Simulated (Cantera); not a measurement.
An isothermal, constant-pressure homogeneous reactor starts with CH₄ : H₂O = 1 : 0.34 (molar parts), at 1775 K and 36000 Pa. Integrator tolerance rtol = 1e-08.

Model: GRI-Mech 3.0 (53 species, 325 reactions), integrated in Cantera. GRI-Mech 3.0 stops at C3 and has no aromatics, soot or wall deposition, so with more carbon than oxygen in the feed, carbon stays in small species such as C2H2 where larger ones or solid carbon would form.

Problem. What does this change do: temperature 1775 to 1375 K?

Solution. 
| quantity | before | after |
|---|---|---|
| x(CH₄) at 90.0 s | 0.00559 (gas-phase equilibrium 0.00559) | 0.175 (gas-phase equilibrium 0.154) |
| x(H₂O) at 90.0 s | 3.24e-7 (gas-phase equilibrium 3.25e-7) | 0.125 (gas-phase equilibrium 7.01e-7) |
| x(C₂H₆) at 90.0 s | 3.54e-7 (gas-phase equilibrium 3.54e-7) | 0.000112 (gas-phase equilibrium 7.43e-5) |
| x(HCO) at 90.0 s | 1.22e-8 (gas-phase equilibrium 1.22e-8) | 1.50e-10 (gas-phase equilibrium 6.76e-10) |
| x(CH₂) at 90.0 s | 3.94e-8 (gas-phase equilibrium 3.94e-8) | 3.46e-10 (gas-phase equilibrium 1.11e-10) |
| x(C₂H) at 90.0 s | 5.31e-7 (gas-phase equilibrium 5.31e-7) | 7.40e-10 (gas-phase equilibrium 3.12e-10) |
| x(HO₂) at 90.0 s | <1e-12 (gas-phase equilibrium <1e-12) | <1e-12 (gas-phase equilibrium <1e-12) |
